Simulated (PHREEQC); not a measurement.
Solution (88 °C): 0.0025 mol CO2 and 0.089 mol MgSO4 per kg of water. Closed to the air; pH follows from the charge balance.

Computed with PHREEQC (ion-association model, phreeqc.dat).

No solid was allowed to form.

**Question.** Predict the pH, density.

**Answer.** pH 4.80; density 0.977 g/cm³.

**Question.** In which forms is C present?

**Answer.** CO2 96 %, HCO3- 3.5 %, MgHCO3+ 0.7 % of the C.

Constants without temperature data keep their 25 °C values here.
